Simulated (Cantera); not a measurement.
Feed: 1 mol H2S, 4 mol H2O, 0.41 mol O2, at 500 Pa.

These are equilibrium values from Cantera (NASA tables, ideal gas, pure condensed phases), not measurements of a reactor. Candidate condensed phases: H2O, H2SO4, S; 34 gas species. Ions and electrons are included (thermal ionisation). Equilibrium is a limit: real reactors are often held back by kinetics, nucleation or transport.

x: gas mole fraction; nothing condenses.

| T (°C) | x H | x O | x S | x H2 | x OH | x SO | x O2 | x H2O |
|---|---|---|---|---|---|---|---|---|
| 2727 | 0.559 | 0.228 | 0.0393 | 0.0626 | 0.0416 | 0.0302 | 0.0202 | 0.0140 |
| 3227 | 0.626 | 0.298 | 0.0611 | [?] | [?] | [?] | [?] | [?] |
| 3727 | 0.631 | 0.304 | 0.0630 | [?] | [?] | [?] | [?] | [?] |
| 4227 | 0.632 | 0.304 | 0.0631 | 0.000167 | 0.000147 | 4.99e-5 | 3.75e-5 | 5.55e-8 |
| 4727 | 0.632 | 0.304 | 0.0627 | 4.82e-5 | 4.33e-5 | 1.17e-5 | 9.45e-6 | 4.09e-9 |

What belongs in the gaps?


- 3227, x H2: 0.00561
- 3227, x OH: 0.00459
- 3227, x SO: 0.00286
- 3227, x O2: 0.00183
- 3227, x H2O: 8.94e-5
- 3727, x H2: 0.000784
- 3727, x OH: 0.000672
- 3727, x SO: 0.000300
- 3727, x O2: 0.000208
- 3727, x H2O: 1.43e-6
